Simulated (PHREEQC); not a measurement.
**Metal-bearing waste water**

Consider water at 20 °C with 0.11 mol ZnSO4, 0.02 mol H3AsO4 and 0.0001 mol NiSO4 per kg of water. Closed to the air; pH follows from the charge balance.

Computed with PHREEQC (ion-association model, wateq4f.dat).

The pH is 2.32. The ionic strength is 0.226 mol/kgw and the total alkalinity is -20.0 meq/kg.

| species | molality | activity | log γ |
|---|---|---|---|
| Zn+2 | 0.0565 | 0.0180 | -0.497 |
| ZnSO4 | 0.0409 | 0.0431 | 0.023 |
| SO4-2 | 0.0377 | 0.0106 | -0.550 |
| Zn(SO4)2-2 | 0.0127 | 0.00387 | -0.515 |
| H2AsO4- | 0.0122 | 0.00906 | -0.129 |
| H3AsO4 | 0.00782 | 0.00824 | 0.023 |
| HSO4- | 0.00615 | 0.00445 | -0.141 |
| H+ | 0.00602 | 0.00479 | -0.100 |
| Ni+2 | 6.34e-5 | 1.94e-5 | -0.515 |

No solid was allowed to form. The database has no arsenate complexes of Zn, Ni.
